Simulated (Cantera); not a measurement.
A Cantera script and its output.

```python
import numpy as np
import cantera as ct

gas = ct.Solution("gri30.yaml")
gas.TPX = 600, 101325, {'CH4': 1, 'CO': 1.2, 'O2': 2.5, 'N2': 16.3}
inlet = ct.Reservoir(gas, clone=True)
gas.equilibrate("HP")  # start burning
reactor = ct.IdealGasConstPressureReactor(gas, energy="on", clone=False)
exhaust = ct.Reservoir(gas, clone=True)
tau = [0.076, 0.021, 0.006, 0.0017, 0.00048, 0.00014, 3.8e-05, 1.1e-05, 3.1e-06][0]
for a, b in ((inlet, reactor), (reactor, exhaust)):
    ct.MassFlowController(a, b, mdot=lambda t: reactor.mass / tau)
net = ct.ReactorNet([reactor])
show = ['CH4', 'CO', 'O2', 'C2H', 'H', 'CH2']

rows = []
print(f"{'tau/s':>10s}{'T/K':>9s}" + "".join(f"{s:>11s}" for s in show))
for tau in [0.076, 0.021, 0.006, 0.0017, 0.00048, 0.00014, 3.8e-05, 1.1e-05, 3.1e-06]:
    net.initial_time = 0.0
    net.advance(30 * tau)
    before = gas.X
    net.advance(40 * tau)
    drift = np.max(np.abs(gas.X - before) / (gas.X + 1e-9))
    rows.append([gas.T, *gas[show].X, drift])
    print(f"{tau:10.3e}{gas.T:9.1f}" + "".join(f"{x:11.3e}" for x in gas[show].X))
```

Result:

```
     tau/s      T/K        CH4         CO         O2        C2H          H        CH2
 7.600e-02   1963.5  5.545e-06  1.401e-02  3.230e-03  5.977e-12  5.900e-04  1.635e-07
 2.100e-02   1923.3  1.241e-05  1.745e-02  5.324e-03  1.580e-11  1.170e-03  3.291e-07
 6.000e-03   1867.0  2.869e-05  2.182e-02  8.079e-03  3.979e-11  2.292e-03  5.890e-07
 1.700e-03   1790.9  7.333e-05  2.715e-02  1.160e-02  1.078e-10  4.261e-03  1.006e-06
 4.800e-04   1691.8  2.274e-04  3.457e-02  1.654e-02  3.400e-10  6.746e-03  1.819e-06
 1.400e-04    600.0  4.762e-02  5.714e-02  1.190e-01 -6.582e-42  6.494e-19  2.497e-32
 3.800e-05    600.0  4.762e-02  5.714e-02  1.190e-01 -9.608e-43  2.935e-19  3.581e-33
 1.100e-05    600.0  4.762e-02  5.714e-02  1.190e-01 -8.187e-45  8.242e-20  3.367e-33
 3.100e-06    600.0  4.762e-02  5.714e-02  1.190e-01 -9.473e-47  1.305e-20 -1.393e-34
```

Computed with Cantera and GRI-Mech 3.0 (53 species, 325 reactions).
